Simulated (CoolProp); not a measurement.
Vapour-liquid equilibrium of R13 (1) + R11 (2) at 233 K; x and y are mole fractions of (1).

Values from CoolProp's multi-fluid Helmholtz-energy mixture model, Platzer 1990 and Jacobsen 1992; pair parameters Bell 2016. This equation is an older, rougher fit; its heat capacities, sound speeds and derivatives of the liquid may be far off and weren't checked against measurements.

**Question.** Give the bubble pressure and the first vapour's composition at x = 0.05, 0.5, 0.95. Is there an azeotrope?

**Answer.** x = 0.05: 0.5759 bar, y = 0.914; x = 0.5: 3.609 bar, y = 0.990; x = 0.95: 5.672 bar, y = 0.999. No azeotrope shows between x = 0.05 and 0.95.

Pair parameters are fitted to limited data, so mixtures are less certain than the pure fluids. The gap from Raoult's law changes sign with composition, which may be real or a fault of the pair parameters; it wasn't checked against measurements. With so large a gap from Raoult's law the liquid may split in two, which this calculation doesn't test in full.
